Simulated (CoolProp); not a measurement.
Properties of R245fa along the isobar 1.01 bar (Tc = 427.0 K, pc = 36.51 bar, ω = 0.378).

Computed with CoolProp (reference Helmholtz-energy equation of state, Akasaka 2015).

```
T (K)  phase  cv (kJ/(kg K))  speed of sound (m/s)  isothermal compressibility (1/MPa)  Prandtl number  fugacity coefficient
-----  -----  --------------  --------------------  ----------------------------------  --------------  --------------------
306.1    gas             ___                 139.1                                 ___           0.666                   ___
325.2    gas             ___                   ___                               10.17           0.664                0.9747
344.3    gas          0.8886                 148.6                               10.12           0.663                0.9796
363.5    gas          0.9202                 153.0                               10.07           0.662                0.9834
382.6    gas             ___                 157.1                               10.04           0.663                0.9863
401.7    gas          0.9820                 161.2                               10.02           0.664                0.9885
420.9    gas           1.013                 165.1                               9.999           0.665                0.9903
440      gas           1.042                 168.9                               9.984             ___                0.9918
```

Question: What belongs in the gaps?

Answer: 
- 306.1, cv (kJ/(kg K)): 0.8251
- 306.1, isothermal compressibility (1/MPa): 10.25
- 306.1, fugacity coefficient: 0.9681
- 325.2, cv (kJ/(kg K)): 0.8570
- 325.2, speed of sound (m/s): 144.0
- 382.6, cv (kJ/(kg K)): 0.9513
- 440, Prandtl number: 0.667

Viscosity comes from a separate model (Bell 2016), an estimate that may be off by 10 % or more. Thermal conductivity comes from a separate model (Huber 2003), an estimate that may be off by 10 % or more.
